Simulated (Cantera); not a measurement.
A Cantera script and what it prints.

```python
import numpy as np
import cantera as ct

gas_names = """
    C CH CH2 CH3 CH2OH CH3O CH4 CH3OH CO CO2 COOH C2 C2H CHCO,ketyl C2H2,acetylene C2H2,vinylidene
    CH2CO,ketene C2H3,vinyl CH3CO,acetyl C2H4 C2H4O,ethylen CH3CHO,ethanal CH3COOH (HCOOH)2 C2H5 C2H6
    CH3OCH3 C2H5OH C2O C3 C3H3,propargyl C3H4,allene C3H4,propyne C3H4,cyclo- C3H5,allyl C3H6,propylene
    C3H6,cyclo- C3H6O C3H7,n-propyl C3H7,i-propyl C3H8 C3H8O,1propanol C3H8O,2propanol C3O2 C4 C4H2
    C4H4,1,3-cyclo- C4H6,butadiene C4H6,2-butyne C4H6,cyclo- C4H8,1-butene C4H8,cis2-buten
    C4H8,tr2-butene C4H8,isobutene C4H8,cyclo- (CH3COOH)2 C4H9,n-butyl C4H9,i-butyl C4H9,s-butyl
    C4H9,t-butyl C4H10,isobutane C4H10,n-butane C5 C5H6,1,3cyclo- C5H8,cyclo- C5H10,1-pentene
    C5H10,cyclo- C5H11,pentyl C5H11,t-pentyl C5H12,n-pentane C5H12,i-pentane CH3C(CH3)2CH3 C6H2
    C6H5,phenyl C6H5O,phenoxy C6H6 C6H5OH,phenol C6H10,cyclo- C6H12,1-hexene C6H12,cyclo- C6H13,n-hexyl
    C7H7,benzyl C7H8 C7H8O,cresol C7H14,1-heptene C7H15,n-heptyl C7H16,n-heptane C8H8,styrene
    C8H10,ethylbenz C8H16,1-octene C8H17,n-octyl C8H18,isooctane C8H18,n-octane C9H19,n-nonyl
    C10H8,naphthale C10H21,n-decyl C12H9,o-bipheny C12H10,bipheny H HCO HO2 H2 HCHO,formaldehy HCOOH H2O
    H2O2 O OH O2 O3
""".split()
cond_names = """
    C(gr) C6H6(L) C7H8(L) C8H18(L),n-octa H2O(s) H2O(L)
""".split()


def load(file, names, dense=False):
    # The tables refer to 1 bar. Condensed volumes are neglected.
    table = {s.name: s for s in ct.Species.list_from_file(file)}
    out = []
    for n in names:
        d = dict(table[n].input_data)
        d["thermo"] = dict(d["thermo"], **{"reference-pressure": 1e5})
        if dense:
            d["equation-of-state"] = {"model": "constant-volume", "density": "1e6 g/cm^3"}
        out.append(ct.Species.from_dict(d))
    return out


gas = ct.Solution(thermo="ideal-gas", species=load("nasa_gas.yaml", gas_names))
cond = {s.name: ct.Solution(thermo="fixed-stoichiometry", species=[s], name=s.name)
        for s in load("nasa_condensed.yaml", cond_names, dense=True)}
atoms = {
    'C2H6': {'C': 2, 'H': 6},
    'CO2': {'C': 1, 'O': 2},
    'H2': {'H': 2},
    'O2': {'O': 2},
}
top_T = {'C(gr)': 4500}  # K; cautious upper limits of use, not melting points


def equilibrate(T, P, feed):
    n = {}
    for name, mol in feed.items():
        for a, k in atoms[name].items():
            n[a] = n.get(a, 0.0) + k * mol
    gas.TPX = T, P, n
    mass = sum(n.values()) * gas.mean_molecular_weight
    gas.equilibrate("TP")
    valid = [c for c in cond.values() if c.min_temp <= T <= top_T.get(c.name, c.max_temp)]
    mix = ct.Mixture([(gas, mass / gas.mean_molecular_weight)] + [(c, 0.0) for c in valid])
    mix.T, mix.P = T, P
    mix.equilibrate("TP", solver="vcs", rtol=1e-11, max_steps=5000)
    return mix


results = []
feed = {'C2H6': 1, 'CO2': 3.1, 'H2': 7.6, 'O2': 0.058}  # mol
P = 4400000  # Pa
for T in [748, 773, 798, 823, 848, 873, 898, 923, 948, 973, 998, 1023, 1048, 1073]:
    mix = equilibrate(T, P, feed)
    results.append((T, P, feed, dict(zip(mix.species_names, mix.species_moles))))

top = {s: max(r[3][s] / sum(r[3][g] for g in gas_names) for r in results) for s in gas_names}
cols = sorted((s for s in top if top[s] > 0.0001), key=lambda s: -top[s])[:7]
seen = [c for c in cond_names if any(r[3].get(c, 0) > 1e-12 for r in results)]
print("log10 of partial pressures in bar; condensed amounts in mol")
print(f"{'T/K':>10s}" + "".join(f"{s[:9]:>10s}" for s in cols + seen))
for T, P, feed, n in results:
    ng = sum(n[g] for g in gas_names)
    print(f"{T:10.4g}" + "".join(f"{np.log10(max(n[s] / ng * P / 1e5, 1e-99)):10.3f}" for s in cols)
          + "".join(f"{n.get(c, 0):10.4g}" for c in seen))
```

Result:

```
log10 of partial pressures in bar; condensed amounts in mol
       T/K       H2O       CH4        H2       CO2        CO     C(gr)
       748     1.310     1.192     0.336     0.759    -1.009     0.878
       773     1.299     1.187     0.431     0.768    -0.810    0.8487
       798     1.287     1.180     0.519     0.776    -0.623    0.8246
       823     1.273     1.171     0.601     0.782    -0.449    0.8044
       848     1.259     1.160     0.677     0.786    -0.286    0.7862
       873     1.243     1.147     0.748     0.788    -0.134    0.7678
       898     1.225     1.132     0.813     0.787     0.009    0.7468
       923     1.205     1.115     0.874     0.783     0.142    0.7202
       948     1.182     1.095     0.930     0.775     0.266    0.6849
       973     1.157     1.073     0.982     0.764     0.381    0.6378
       998     1.129     1.048     1.030     0.748     0.488    0.5756
      1023     1.097     1.021     1.073     0.726     0.586    0.4957
      1048     1.061     0.991     1.112     0.699     0.676    0.3958
      1073     1.020     0.959     1.148     0.665     0.758    0.2751
```

Equilibrium computed with Cantera from the NASA thermochemical tables; the gas is ideal and each condensed phase is pure. The ideal-gas law is rough above about 30 bar.
